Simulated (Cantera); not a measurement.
An isothermal plug-flow reactor at 950 K and 4.90 bar (inlet), inlet velocity 0.12 m/s, active area per volume 120 1/m; feed 2.36 % CO, 16.4 % O₂, 81.2 % N₂.

Detailed kinetics in Cantera: Deutschmann's 1995 Pt surface mechanism with GRI-Mech 3.0 gas chemistry. Catalytic surfaces can have several steady states; this one follows from the mechanism file's or the stated starting coverage. Mass transfer to the wall is taken as infinitely fast.

One state of this run: x CO = 0.00441; x O₂ = 0.156; x H₂O = <1e-12; x CO₂ = 0.0195; θ free Pt = 0.0986; θ O* = 0.899; θ CO* = 0.00219. x: gas mole fraction; θ: surface coverage.

Which value of z (m) does it belong to?
A. 0.00049
B. 0.00082
C. 0.00018
D. 0.0023

C, 0.00018
